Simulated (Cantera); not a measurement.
## Thermodynamics of abatement and gas-phase synthesis, feed SF₆ + H₂O + N₂

Feed: 1 mol SF₆, 0.59 mol H₂O, 1 mol N₂, at 0.00310 bar.

Method: chemical equilibrium by Gibbs-energy minimisation in Cantera with the NASA 1993 tables (ideal gas, pure condensed phases). Candidate condensed phases: H₂O, H₂SO₄, S; 62 gas species. The tables' values for SOF₂, SF₃, S₂F₂ (SSF₂), FS₂F (FSSF) are old estimates; treat these amounts as uncertain. Kinetics and transport are ignored.

| T (°C) | log p F | log p HF | log p N₂ | log p SF₂ | log p S | log p SO | log p SO₂ | log p O | log p SF | log p S₂ | log p SOF₂ |
|---|---|---|---|---|---|---|---|---|---|---|---|
| 1602 | -2.79 | -3.26 | -3.33 | -3.58 | -5.77 | -4.65 | -3.96 | -7.28 | -4.69 | -5.78 | -4.47 |
| 1702 | -2.77 | -3.28 | -3.35 | -3.75 | -4.94 | -4.24 | -4.01 | -6.96 | -4.33 | -4.74 | -5.02 |
| 1802 | -2.74 | -3.31 | -3.38 | -4.18 | -4.46 | -4.04 | -4.12 | -6.55 | -4.28 | -4.34 | -5.67 |
| 1902 | -2.73 | -3.32 | -3.39 | -4.74 | -4.18 | -3.94 | -4.22 | -6.11 | -4.40 | -4.29 | -6.36 |
| 2002 | -2.73 | -3.33 | -3.40 | -5.34 | -4.00 | -3.88 | -4.31 | -5.67 | -4.58 | -4.38 | -7.05 |
| 2102 | -2.73 | -3.33 | -3.41 | -5.94 | -3.87 | -3.84 | -4.39 | -5.25 | -4.80 | -4.54 | -7.70 |
| 2202 | -2.73 | -3.34 | -3.41 | -6.52 | -3.78 | -3.84 | -4.48 | -4.86 | -5.03 | -4.76 | -8.33 |
| 2302 | -2.73 | -3.34 | -3.42 | -7.07 | -3.71 | -3.85 | -4.61 | -4.51 | -5.25 | -4.98 | -8.94 |
| 2402 | -2.74 | -3.35 | -3.42 | -7.59 | -3.65 | -3.91 | -4.80 | -4.22 | -5.46 | -5.18 | -9.54 |
| 2502 | -2.74 | -3.36 | -3.43 | -8.07 | -3.59 | -4.01 | -5.09 | -4.01 | -5.66 | -5.36 | -10.15 |
log p: log10 of the partial pressure in bar; nothing condenses.

From 1602 °C to 2502 °C nothing is condensed.
